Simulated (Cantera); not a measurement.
What does this Cantera script print?

```python
import numpy as np
import cantera as ct

gas = ct.Solution("gri30.yaml")
gas.TPX = 1473, 890000, {'CH4': 1, 'H2O': 2.5}
reactor = ct.IdealGasConstPressureReactor(gas, energy="off", clone=False)
net = ct.ReactorNet([reactor])
net.rtol, net.atol = 1e-08, 1e-18
show = ['CH4', 'H2O', 'HCO', 'O', 'CH3', 'CH2CO', 'C2H4']
times = np.geomspace(0.0005, 40, 9)

steps = ct.SolutionArray(gas, extra=["t"])
rows = []
print(f"{'t/s':>10s}{'T/K':>9s}{'P/Pa':>11s}" + "".join(f"{s:>11s}" for s in show))
for t in times:
    while net.time < t:
        t_next = net.step()
        steps.append(gas.state, t=t_next)
    rows.append([np.interp(t, steps.t, y) for y in (steps.T, steps.P, *steps(*show).X.T)])
    print(f"{t:10.3e}{rows[-1][0]:9.1f}{rows[-1][1]:11.4g}" + "".join(f"{x:11.3e}" for x in rows[-1][2:]))
rate = np.gradient(steps.T, steps.t)
print("integrator steps:", len(steps.t))
if steps.T.max() > steps.T[0] + 200:
    print(f"time of steepest temperature rise: {steps.t[rate.argmax()]:.4e} s")
gas.TPX = 1473, 890000, {'CH4': 1, 'H2O': 2.5}
gas.equilibrate("TP")
print(f"equilibrium (TP): T = {gas.T:.1f} K  " + "  ".join(f"{s} {gas[s].X[0]:.3e}" for s in show))
```

It prints:

```
       t/s      T/K       P/Pa        CH4        H2O        HCO          O        CH3      CH2CO       C2H4
 5.000e-04   1473.0    8.9e+05  2.851e-01  7.142e-01  2.920e-12  7.812e-13  3.983e-05  2.580e-11  3.141e-05
 2.050e-03   1473.0    8.9e+05  2.832e-01  7.139e-01  2.924e-11  1.369e-12  5.291e-05  6.133e-09  3.919e-04
 8.409e-03   1473.0    8.9e+05  2.745e-01  7.106e-01  8.113e-11  1.619e-12  5.764e-05  7.949e-07  2.798e-03
 3.448e-02   1473.0    8.9e+05  2.436e-01  6.936e-01  7.458e-11  1.029e-12  4.635e-05  1.036e-05  5.296e-03
 1.414e-01   1473.0    8.9e+05  1.767e-01  6.542e-01  1.201e-10  6.198e-13  3.251e-05  2.229e-05  1.264e-02
 5.800e-01   1473.0    8.9e+05  1.407e-01  6.024e-01  4.127e-10  6.502e-13  2.800e-05  1.912e-05  1.755e-02
 2.378e+00   1473.0    8.9e+05  1.422e-01  5.267e-01  1.110e-09  6.002e-13  2.431e-05  6.344e-06  1.001e-02
 9.754e+00   1473.0    8.9e+05  1.148e-01  4.349e-01  2.628e-09  4.650e-13  1.675e-05  1.387e-06  3.486e-03
 4.000e+01   1473.0    8.9e+05  6.682e-02  3.466e-01  4.780e-09  3.134e-13  8.572e-06  3.413e-07  7.067e-04
integrator steps: 1635
equilibrium (TP): T = 1473.0 K  CH4 5.616e-05  H2O 2.459e-01  HCO 8.008e-09  O 1.788e-13  CH3 6.395e-09  CH2CO 2.291e-10  C2H4 3.095e-10
```

Model: GRI-Mech 3.0 (53 species, 325 reactions), integrated in Cantera.
